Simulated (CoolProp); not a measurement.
Propane at several states: density (kg/m³) from the reference equation and from simpler models built on Tc = 369.9 K, pc = 4.251 MPa, ω = 0.152; each cubic takes its own stable root.

Computed with CoolProp (reference Helmholtz-energy equation of state, Lemmon 2009).

```
T (K)  p (MPa)   phase  reference  Redlich-Kwong  Peng-Robinson
-----  -------  ------  ---------  -------------  -------------
170.3   0.0564  liquid          ?              ?              ?
289.7    0.274     gas      5.277          5.254          5.282
496.7    0.247     gas      2.657          2.659          2.660
375.6     1.01     gas          ?          15.53              ?
379.6   0.0406     gas     0.5689         0.5690         0.5691
94.8      8.31  liquid          ?              ?              ?
```

Q: Some entries are withheld; supply them.

A: 
- 170.3, reference: 646.7
- 170.3, Redlich-Kwong: 607.4
- 170.3, Peng-Robinson: 685.9
- 375.6, reference: 15.52
- 375.6, Peng-Robinson: 15.67
- 94.8, reference: 726.2
- 94.8, Redlich-Kwong: 666.9
- 94.8, Peng-Robinson: 742.1
